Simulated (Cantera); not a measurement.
Input: 1 mol V2O3, 2100 mol H2, 0.058 mol H2O, equilibrated at 775 K and 0.00133 bar.

Method: chemical equilibrium by Gibbs-energy minimisation in Cantera with the NASA 1993 tables (ideal gas, pure condensed phases). Candidate condensed phases: H2O, V, VO, V2O3, V2O4, V2O5; 12 gas species. Condensed phases not in the tables: the oxides between V2O3 and V2O5 other than VO2. Rates play no part.

Base state: H2 1.000, H2O 2.76e-5 (mole fractions); condensed: V2O3(s).

Question: What changes in the equilibrium state with this change: temperature from 775 K to 1000 K?

Answer: 
```json
[
 {"species": "H2", "before": "1.000", "after": "1.000"},
 {"species": "H2O", "before": "2.76e-5", "after": "5.48e-5"},
 {"species": "V2O3(s), mol", "before": "1.00", "after": "0.943"},
 {"species": "VO(s), mol", "before": "0", "after": "0.114"}
]
```
VO: taken at fixed stoichiometry.

Question: What changes in the equilibrium state with this change: temperature from 775 K to 1250 K?

Answer: 
```json
[
 {"species": "H2", "before": "1.000", "after": "0.999"},
 {"species": "H2O", "before": "2.76e-5", "after": "0.000504"},
 {"species": "H", "before": "<1e-9", "after": "1.32e-5"},
 {"species": "V2O3(s), mol", "before": "1.00", "after": "0"},
 {"species": "VO(s), mol", "before": "0", "after": "2.00"}
]
```
VO: taken at fixed stoichiometry.
